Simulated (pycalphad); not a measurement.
## Phase fractions of Si-1.487C (wt.%)

All values are pycalphad results on the COST 507 light-alloy database (1999) (1 atm), not direct measurements. These are 1990s assessments: newer ones move some temperatures and phases. Amounts are mole fractions of atoms. Diffusion is slow at the low end, where real alloys seldom reach equilibrium.

```tsv
T (K)	liquid	CSI	diamond (Si)
2600	0.970	0.030	-
2525	0.958	0.042	-
2450	0.949	0.051	-
2375	0.943	0.057	-
2300	0.939	0.061	-
2225	0.936	0.064	-
2150	0.935	0.065	-
2075	0.933	0.067	-
2000	0.933	0.067	-
1925	0.932	0.068	-
1850	0.932	0.068	-
1775	0.932	0.068	-
1700	0.932	0.068	-
1625	-	0.068	0.932
1550	-	0.068	0.932
1475	-	0.068	0.932
1400	-	0.068	0.932
1325	-	0.068	0.932
1250	-	0.068	0.932
1175	-	0.068	0.932
1100	-	0.068	0.932
1025	-	0.068	0.932
950	-	0.068	0.932
875	-	0.068	0.932
800	-	0.068	0.932
725	-	0.068	0.932
650	-	0.068	0.932
575	-	0.068	0.932
500	-	0.068	0.932
```

Database names, with the compositions (at.%) that they take in these runs: CSI: Si 50 C 50.
